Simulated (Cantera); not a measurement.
Input (Python, Cantera) and output of one run.

```python
import numpy as np
import cantera as ct

gas_names = """
    CL CL2 H HCL H2 Si SiCL SiCL2 SiCL3 SiCL4 SiH SiHCL3 SiH2 SiH2CL2 SiH3 SiH3CL SiH4 Si2 Si3
""".split()
cond_names = """
    Si(cr) Si(L)
""".split()


# ... load() reads the species with a 1 bar reference pressure and builds the phases ...
atoms = {
    'Si': {'Si': 1},
    'HCl': {'H': 1, 'CL': 1},
    'H2': {'H': 2},
}
top_T = {}  # K; cautious upper limits of use, not melting points


# ... equilibrate(T, P, feed) seeds the gas with the atoms and calls Mixture.equilibrate('TP', solver="vcs", rtol=1e-11, max_steps=5000) ...
results = []
feed = {'Si': 1, 'HCl': 1.9, 'H2': 3.3}  # mol
P = 760000  # Pa
for T in [898, 948, 998, 1048, 1098, 1148, 1198]:
    mix = equilibrate(T, P, feed)
    results.append((T, P, feed, dict(zip(mix.species_names, mix.species_moles))))

top = {s: max(r[3][s] / sum(r[3][g] for g in gas_names) for r in results) for s in gas_names}
cols = sorted((s for s in top if top[s] > 0.0001), key=lambda s: -top[s])[:9]
seen = [c for c in cond_names if any(r[3].get(c, 0) > 1e-12 for r in results)]
print("log10 of partial pressures in bar; condensed amounts in mol")
print(f"{'T/K':>10s}" + "".join(f"{s[:9]:>10s}" for s in cols + seen))
for T, P, feed, n in results:
    ng = sum(n[g] for g in gas_names)
    print(f"{T:10.4g}" + "".join(f"{np.log10(max(n[s] / ng * P / 1e5, 1e-99)):10.3f}" for s in cols)
          + "".join(f"{n.get(c, 0):10.4g}" for c in seen))
```

Output:

```
log10 of partial pressures in bar; condensed amounts in mol
       T/K        H2    SiHCL3     SiCL4       HCL   SiH2CL2     SiCL3     SiCL2    SiH3CL    Si(cr)
       898     0.824    -0.346    -0.386    -1.771    -1.331    -3.153    -4.236    -2.928    0.4438
       948     0.824    -0.354    -0.385    -1.554    -1.317    -2.832    -3.749    -2.883     0.446
       998     0.823    -0.362    -0.385    -1.359    -1.306    -2.544    -3.313    -2.844    0.4488
      1048     0.822    -0.371    -0.387    -1.185    -1.298    -2.286    -2.921    -2.810    0.4525
      1098     0.821    -0.381    -0.392    -1.027    -1.293    -2.054    -2.567    -2.781    0.4571
      1148     0.819    -0.394    -0.400    -0.884    -1.290    -1.845    -2.247    -2.756    0.4625
      1198     0.817    -0.410    -0.412    -0.756    -1.291    -1.658    -1.957    -2.735    0.4686
```

Equilibrium computed with Cantera from the NASA thermochemical tables; the gas is ideal and each condensed phase is pure. The tables' values for SiCl3 are old estimates; treat these amounts as uncertain.
